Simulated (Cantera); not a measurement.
A closed system holds: 1 mol Pb, 0.14 mol CO, 2.3 mol N2, held at 3.30 mbar.

Cantera equilibrium calculation (NASA polynomials, part measured and part estimated; ideal gas, pure solids and liquids). Candidate condensed phases: C, Pb, PbO, PbO2, Pb3O4; 27 gas species. Equilibrium is a limit: real reactors are often held back by kinetics, nucleation or transport.

x: gas mole fraction; n: condensed amount in mol.

```
T (°C)   x N2      x Pb    x CO    x CO2  n C(graphite)  n Pb(l)
------  -----  --------  ------  -------  -------------  -------
650     0.942  0.000768  0.0573  3.41e-5        8.34e-5    0.998
725     0.938   0.00469  0.0571  6.36e-6        1.56e-5    0.988
800     0.922    0.0221  0.0561  1.46e-6              0    0.945
875     0.863         ?  0.0525        ?              0        ?
950     0.683     0.275  0.0416  7.86e-8              0   0.0744
1025    0.669     0.291  0.0407        ?              0        0
1100    0.669     0.291  0.0407  1.24e-8              0        0
1175    0.669     0.291  0.0407  5.84e-9              0        0
1250    0.669     0.291  0.0407  4.45e-9              0        0
1325    0.669     0.291  0.0407  5.30e-9              0        0
1400    0.669     0.291  0.0407  7.15e-9              0        0
```

### Question
Some entries are withheld; supply them.

### Answer

- 1025, x CO2: 2.90e-8
- 875, x Pb: 0.0849
- 875, x CO2: 3.70e-7
- 875, n Pb(l): 0.774
